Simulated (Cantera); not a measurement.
A perfectly stirred reactor is fed with NO : N₂ = 1 : 0.81 (molar parts), at 0.0140 bar; it is held at 1823 K, and followed from long to short residence time.

Cantera simulation using GRI-Mech 3.0 (53 species, 325 reactions); the numbers are that mechanism's predictions, not measurements. Radical loss at walls, strong at low pressure, is not modelled.

What does this change do: temperature 1823 to 1750 K?


| quantity | before | after |
|---|---|---|
| x(NO) at τ = 15.0 s | 0.493 | 0.528 |
| x(O) at τ = 15.0 s | 0.000272 | 0.000102 |
| x(N₂) at τ = 15.0 s | 0.477 | 0.460 |
| x(NO₂) at τ = 15.0 s | 4.92e-5 | 4.05e-5 |
| x(O₂) at τ = 15.0 s | 0.0295 | 0.0122 |
| x(NO) at τ = 33.0 ms | 0.552 | 0.552 |
| x(O) at τ = 33.0 ms | 3.87e-5 | 1.74e-5 |
| x(N₂) at τ = 33.0 ms | 0.448 | 0.448 |
| x(NO₂) at τ = 33.0 ms | 5.28e-6 | 4.17e-6 |
| x(O₂) at τ = 33.0 ms | 8.65e-6 | 2.71e-6 |

What does this change do: pressure from 0.0140 bar to 0.0267 bar?


| quantity | before | after |
|---|---|---|
| x(NO) at τ = 15.0 s | 0.493 | 0.460 |
| x(O) at τ = 15.0 s | 0.000272 | 0.000227 |
| x(N₂) at τ = 15.0 s | 0.477 | 0.494 |
| x(NO₂) at τ = 15.0 s | 4.92e-5 | 8.15e-5 |
| x(O₂) at τ = 15.0 s | 0.0295 | 0.0462 |
| x(NO) at τ = 33.0 ms | 0.552 | 0.552 |
| x(O) at τ = 33.0 ms | 3.87e-5 | 5.13e-5 |
| x(N₂) at τ = 33.0 ms | 0.448 | 0.448 |
| x(NO₂) at τ = 33.0 ms | 5.28e-6 | 1.49e-5 |
| x(O₂) at τ = 33.0 ms | 8.65e-6 | 3.39e-5 |

What does this change do: pressure from 0.0140 bar to 0.250 bar?


| quantity | before | after |
|---|---|---|
| x(NO) at τ = 15.0 s | 0.493 | 0.271 |
| x(O) at τ = 15.0 s | 0.000272 | 0.000116 |
| x(N₂) at τ = 15.0 s | 0.477 | 0.588 |
| x(NO₂) at τ = 15.0 s | 4.92e-5 | 0.000265 |
| x(O₂) at τ = 15.0 s | 0.0295 | 0.140 |
| x(NO) at τ = 33.0 ms | 0.552 | 0.551 |
| x(O) at τ = 33.0 ms | 3.87e-5 | 2.71e-5 |
| x(N₂) at τ = 33.0 ms | 0.448 | 0.448 |
| x(NO₂) at τ = 33.0 ms | 5.28e-6 | 0.000104 |
| x(O₂) at τ = 33.0 ms | 8.65e-6 | 0.000657 |
